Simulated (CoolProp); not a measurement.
A single-stage vapour-compression cycle with R125: evaporating at 197.15 K (dew point), condensing at 219.15 K (bubble point), superheat 2 K, subcooling 8 K, compressor efficiency 0.8, no pressure losses. Each further row changes one setting.

Model: reference Helmholtz-energy equation of state, Lemmon 2005, in CoolProp.

| case | cooling COP | pressure ratio | discharge temperature (K) | refrigerating effect (kJ/kg) | volumetric capacity (kJ/m³) |
|---|---|---|---|---|---|
| as stated | (withheld) | 3.69 | 236.9 | 165 | 246 |
| evaporating temperature 202.15 K | 9.38 | 2.66 | 232.7 | (withheld) | (withheld) |
| condensing temperature 214.15 K | 9.14 | 2.82 | (withheld) | 170 | 254 |
| subcooling 13 K | (withheld) | 3.69 | 236.9 | 170 | 254 |
| superheat 12 K | 6.85 | 3.69 | (withheld) | (withheld) | (withheld) |
| compressor efficiency 0.7 | 6.07 | 3.69 | 241.7 | 165 | 246 |

**Question.** Complete the blanks.

**Answer.** 
- as stated, cooling COP: 6.93
- evaporating temperature 202.15 K, refrigerating effect (kJ/kg): 168
- evaporating temperature 202.15 K, volumetric capacity (kJ/m³): 340
- condensing temperature 214.15 K, discharge temperature (K): 229.0
- subcooling 13 K, cooling COP: 7.16
- superheat 12 K, discharge temperature (K): 247.6
- superheat 12 K, refrigerating effect (kJ/kg): 171
- superheat 12 K, volumetric capacity (kJ/m³): 243
